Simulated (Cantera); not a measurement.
Charge: 1 mol SiH2Cl2, 0.99 mol N2, at 1027 °C and 0.350 bar.

These are equilibrium values from Cantera (NASA tables, ideal gas, pure condensed phases), not measurements of a reactor. Candidate condensed phases: NH4Cl, Si, Si3N4; 28 gas species. N2 is the only nitrogen source here; it is nearly inert below about 1500 K, so the nitride shown seldom forms there in practice. The tables' values for SiCl3 are old estimates; treat these amounts as uncertain. Kinetics and transport are ignored.

Base state: HCl 0.411, H2 0.240, N2 0.226, SiCl4 0.115, SiCl3 0.00353, SiHCl3 0.00307, SiCl2 0.000640, SiH2Cl2 1.15e-5 (mole fractions); condensed: Si3N4(s).

**Question.** What changes in the equilibrium state with this change: N2 from 0.99 to 1.6 mol?

**Answer.** 
```
species          before     after
-------------  --------  --------
N2                0.226     0.386
HCl               0.411     0.352
H2                0.240     0.173
SiCl4             0.115    0.0836
SiH2Cl2         1.15e-5   5.91e-6
SiHCl3          0.00307   0.00187
SiCl2          0.000640  0.000456
SiCl3           0.00353   0.00253
Si3N4(s), mol     0.242     0.249
```

**Question.** What changes in the equilibrium state with this change: SiH2Cl2 replaced by SiF4?

**Answer.** 
| species | before | after |
|---|---|---|
| SiF4 | 0 | 0.503 |
| N2 | 0.226 | 0.497 |
| HCl | 0.411 | 0 |
| H2 | 0.240 | 0 |
| SiCl4 | 0.115 | 0 |
| SiCl3 | 0.00353 | 0 |
| SiHCl3 | 0.00307 | 0 |
| SiCl2 | 0.000640 | 0 |
| SiH2Cl2 | 1.15e-5 | 0 |
| Si3N4(s), mol | 0.242 | 0 |
